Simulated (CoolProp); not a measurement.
Vapour-liquid equilibrium of n-pentane (1) + cyclohexane (2) at 6.44 bar; x and y are mole fractions of (1).

Values from CoolProp's multi-fluid Helmholtz-energy mixture model, Thol 2019 and Zhou 2014; pair parameters Bell 2016.

```
x     bubble temperature, mixture model (K)  bubble temperature, Raoult's law (K)  y, mixture model  y, Raoult's law
----  -------------------------------------  ------------------------------------  ----------------  ---------------
0.05                                  426.3                                 426.3             0.119            0.131
0.2                                   414.3                                 414.5             0.394            0.424
0.35                                  404.7                                 404.9             0.583            0.620
0.5                                   396.7                                 396.7             0.720            0.757
0.65                                  389.9                                 389.8             0.825            0.855
0.8                                   383.9                                 383.8             0.909            0.929
0.95                                  378.5                                 378.5             0.979            0.984
```

The largest gap from Raoult's law is -0.2 K in bubble temperature, at x = 0.2. No azeotrope shows between x = 0.05 and 0.95.

The pair parameters rest on a limited set of measurements; away from them the model extrapolates.
